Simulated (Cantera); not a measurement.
**Gas-phase reforming**

An isothermal, constant-pressure homogeneous reactor starts with CH₄ : H₂O : H₂ = 1 : 4 : 0.11 (molar parts), at 1325 K and 0.503 atm.

Model: GRI-Mech 3.0 (53 species, 325 reactions), integrated in Cantera.

```csv
t (s),x CH₄,x H₂O,x H₂,x H₂O₂,x C₂H₂,x O₂,x HO₂
3.00e-6,0.196,0.783,0.0215,<1e-12,<1e-12,<1e-12,<1e-12
1.20e-5,0.196,0.783,0.0215,<1e-12,<1e-12,<1e-12,<1e-12
4.80e-5,0.196,0.783,0.0215,<1e-12,<1e-12,<1e-12,<1e-12
0.000192,0.196,0.783,0.0215,<1e-12,<1e-12,<1e-12,<1e-12
0.000766,0.196,0.783,0.0215,<1e-12,<1e-12,<1e-12,<1e-12
0.00306,0.196,0.783,0.0215,<1e-12,9.10e-11,<1e-12,<1e-12
0.0123,0.196,0.783,0.0216,<1e-12,7.77e-9,<1e-12,<1e-12
0.0490,0.195,0.783,0.0216,<1e-12,4.16e-7,<1e-12,<1e-12
0.196,0.195,0.783,0.0222,<1e-12,2.54e-5,<1e-12,<1e-12
0.783,0.192,0.781,0.0253,<1e-12,0.000646,<1e-12,<1e-12
3.13,0.181,0.774,0.0388,<1e-12,0.00485,<1e-12,<1e-12
12.5,0.148,0.750,0.0813,<1e-12,0.0169,<1e-12,<1e-12
50.0,0.0912,0.688,0.171,<1e-12,0.0304,<1e-12,<1e-12
200,0.0721,0.589,0.265,<1e-12,0.0166,<1e-12,<1e-12
```
x: mole fraction; the columns are a selection and need not sum to one.

Equilibrium at this temperature and pressure: CH₄ 3.51e-7, H₂O 0.380, H₂ 0.479, H₂O₂ <1e-12, C₂H₂ <1e-12, O₂ <1e-12, HO₂ <1e-12 (gas phase only).
